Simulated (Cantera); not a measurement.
Charge: 1 mol (CH3)2SiCl2, 880 mol H2, held at 1175 °C.

Method: chemical equilibrium by Gibbs-energy minimisation in Cantera with the NASA 1993 tables (ideal gas, pure condensed phases). Candidate condensed phases: C, C6H6, C7H8, C8H18, Si, SiC; 109 gas species. The feed counts by its element totals alone. Equilibrium is a limit: real reactors are often held back by kinetics, nucleation or transport.

Question: Which condensed phases are stable at each of these points (P (Pa)): 100, 400, 1600, 6300, 25000, 100000?

Answer: 
| P (Pa) | condensed phases | Si condensed (%) |
|---|---|---|
| 100 | C(graphite) + SiC(s) | 100.0 |
| 400 | C(graphite) + SiC(s) | 100.0 |
| 1600 | C(graphite) + SiC(s) | 100.0 |
| 6300 | C(graphite) + SiC(s) | 100.0 |
| 25000 | C(graphite) + SiC(s) | 100.0 |
| 100000 | SiC(s) | 100.0 |

From 1.00 mbar to 0.250 bar the condensed part is C(graphite) + SiC(s). At 1.00 bar the condensed part is SiC(s).
